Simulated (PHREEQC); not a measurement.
**Buffer: an equilibrium model**

Dissolve 0.0044 mol H3BO3, 0.01 mol Na2SO4 and 0.00074 mol KCl per kg of water at 25 °C. It is in equilibrium with CO2 at log p = -1 (atm). Otherwise closed; pH follows from the charge balance.

Computed with PHREEQC (ion-association model, wateq4f.dat).

This is a speciation only: nothing precipitates in the calculation.

Question: Predict the pH.

Answer: pH 4.49.

Question: In which forms is C present?

Answer: CO2 98 %, HCO3- 1.6 % of the C.

Species that the database lacks are ignored.
